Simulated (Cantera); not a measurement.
Cantera run:

```python
import numpy as np
import cantera as ct

gas_names = """
    CL CL2 H HCL H2 Si SiCL SiCL2 SiCL3 SiCL4 SiH SiHCL3 SiH2 SiH2CL2 SiH3 SiH3CL SiH4 Si2 Si3
""".split()
cond_names = """
    Si(cr) Si(L)
""".split()


# ... load() reads the species with a 1 bar reference pressure and builds the phases ...
atoms = {
    'SiCl4': {'Si': 1, 'CL': 4},
    'H2': {'H': 2},
    'Cl2': {'CL': 2},
}
top_T = {}  # K; cautious upper limits of use, not melting points


# ... equilibrate(T, P, feed) seeds the gas with the atoms and calls Mixture.equilibrate('TP', solver="vcs", rtol=1e-11, max_steps=5000) ...
results = []
T = 548.15  # K
P = 28000  # Pa
for m in [0.5, 0.6, 0.71, 0.85, 1, 1.2, 1.4, 1.7, 2.1]:
    feed = {'SiCl4': 1, 'H2': 0.9, 'Cl2': m}  # mol
    mix = equilibrate(T, P, feed)
    results.append((T, P, feed, dict(zip(mix.species_names, mix.species_moles))))

top = {s: max(r[3][s] / sum(r[3][g] for g in gas_names) for r in results) for s in gas_names}
cols = sorted((s for s in top if top[s] > 1e-06), key=lambda s: -top[s])[:5]
seen = [c for c in cond_names if any(r[3].get(c, 0) > 1e-12 for r in results)]
print("log10 of partial pressures in bar; condensed amounts in mol")
print(f"{'n(Cl2)':>10s}" + "".join(f"{s[:9]:>10s}" for s in cols + seen))
for T, P, feed, n in results:
    ng = sum(n[g] for g in gas_names)
    print(f"{feed['Cl2']:10.4g}" + "".join(f"{np.log10(max(n[s] / ng * P / 1e5, 1e-99)):10.3f}" for s in cols)
          + "".join(f"{n.get(c, 0):10.4g}" for c in seen))
```

Result:

```
log10 of partial pressures in bar; condensed amounts in mol
    n(Cl2)       HCL     SiCL4       CL2        H2    SiHCL3
       0.5    -0.933    -0.933   -19.129    -1.331    -6.475
       0.6    -0.872    -0.951   -18.863    -1.474    -6.696
      0.71    -0.817    -0.969   -18.537    -1.691    -6.987
      0.85    -0.762    -0.992   -17.824    -2.293    -7.667
         1    -0.760    -1.015    -2.015   -18.098   -23.497
       1.2    -0.789    -1.044    -1.567   -18.604   -24.003
       1.4    -0.816    -1.071    -1.372   -18.853   -24.252
       1.7    -0.854    -1.109    -1.206   -19.095   -24.494
       2.1    -0.900    -1.155    -1.076   -19.317   -24.716
```

Method: chemical equilibrium by Gibbs-energy minimisation in Cantera with the NASA 1993 tables (ideal gas, pure condensed phases).
